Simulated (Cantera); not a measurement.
**Gas activation for diamond growth**

An isothermal, constant-pressure homogeneous reactor starts with CH4 : H2 : CO2 = 0.0031 : 1 : 0.0029 (molar parts), at 2850 K and 0.0987 atm.

Detailed kinetics in Cantera: GRI-Mech 3.0 (53 species, 325 reactions).

| t (s) | x CH4 | x H2 | x CO2 | x H2O2 | x OH | x CO |
|---|---|---|---|---|---|---|
| 0.00100 | 0.000184 | 0.918 | 1.14e-6 | <1e-12 | 5.87e-5 | 0.00301 |
| 0.00170 | 7.12e-5 | 0.900 | 1.10e-6 | <1e-12 | 6.57e-5 | 0.00324 |
| 0.00289 | 3.57e-5 | 0.876 | 9.91e-7 | <1e-12 | 6.61e-5 | 0.00365 |
| 0.00492 | 1.58e-5 | 0.844 | 7.22e-7 | <1e-12 | 5.30e-5 | 0.00423 |
| 0.00838 | 5.23e-6 | 0.805 | 3.67e-7 | <1e-12 | 3.06e-5 | 0.00471 |
| 0.0143 | 1.59e-6 | 0.767 | 1.29e-7 | <1e-12 | 1.24e-5 | 0.00492 |
| 0.0242 | 6.03e-7 | 0.741 | 3.10e-8 | <1e-12 | 3.29e-6 | 0.00497 |
| 0.0412 | 3.22e-7 | 0.731 | 4.21e-9 | <1e-12 | 4.62e-7 | 0.00497 |
| 0.0702 | 2.55e-7 | 0.730 | 2.54e-10 | <1e-12 | 2.80e-8 | 0.00497 |
| 0.119 | 2.51e-7 | 0.730 | 7.62e-11 | <1e-12 | 8.42e-9 | 0.00497 |
| 0.203 | 2.51e-7 | 0.730 | 7.53e-11 | <1e-12 | 8.32e-9 | 0.00497 |
| 0.346 | 2.51e-7 | 0.730 | 7.53e-11 | <1e-12 | 8.32e-9 | 0.00497 |
| 0.588 | 2.51e-7 | 0.730 | 7.53e-11 | <1e-12 | 8.32e-9 | 0.00497 |
| 1.00 | 2.51e-7 | 0.730 | 7.53e-11 | <1e-12 | 8.32e-9 | 0.00497 |
x: mole fraction; the columns are a selection and need not sum to one.

Equilibrium at this temperature and pressure: CH4 2.54e-7, H2 0.730, CO2 7.63e-11, H2O2 <1e-12, OH 8.43e-9, CO 0.00497 (gas phase only).
